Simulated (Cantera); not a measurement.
A closed system holds: 1 mol SiCl₄, 0.12 mol HCl, 65 mol H₂, at 1.20 bar.

These are equilibrium values from Cantera (NASA tables, ideal gas, pure condensed phases), not measurements of a reactor. Candidate condensed phases: Si; 19 gas species. Equilibrium is a limit: real reactors are often held back by kinetics, nucleation or transport.

### Question
What share of the Si ends up in condensed phases as a function of T (°C), at 975, 1025, 1075, 1125, 1175, 1225, 1275, 1325?

### Answer
| T (°C) | Si condensed (%) | as |
|---|---|---|
| 975 | 22.7 | Si(s) |
| 1025 | 29.9 | Si(s) |
| 1075 | 35.9 | Si(s) |
| 1125 | 40.3 | Si(s) |
| 1175 | 43.2 | Si(s) |
| 1225 | 44.7 | Si(s) |
| 1275 | 45.4 | Si(s) |
| 1325 | 45.5 | Si(s) |
